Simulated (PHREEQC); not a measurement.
Make-up at 82 °C: 0.23 mol HF and 0.012 mol (NH4)2SiF6 per kg of water. Closed to the air; pH follows from the charge balance.

Model: ion-association model, wateq4f.dat, run in PHREEQC.

```
quantity                   before     after
------------------------  -------  --------
pH                           2.04      2.49
ionic strength (mol/kgw)   0.0467    0.0108
HF (mol/kgw)                0.194    0.0409
H2F2 (mol/kgw)             0.0103  0.000459
F- (mol/kgw)              0.00586   0.00308
```

### Question
What was changed between the two runs?
(A) (NH4)2SiF6 left out
(B) HF left out
(C) diluted 5-fold with water
(D) (NH4)2SiF6 replaced by NH4Br at the same molality

### Answer
C, diluted 5-fold with water

Precipitation was switched off in this run. wateq4f.dat counts part of the HF as a dimer, H2F2, which phreeqc.dat doesn't know; its constant is uncertain. Constants without temperature data keep their 25 °C values here. SiF6-2 is the database's only silicon fluoride.
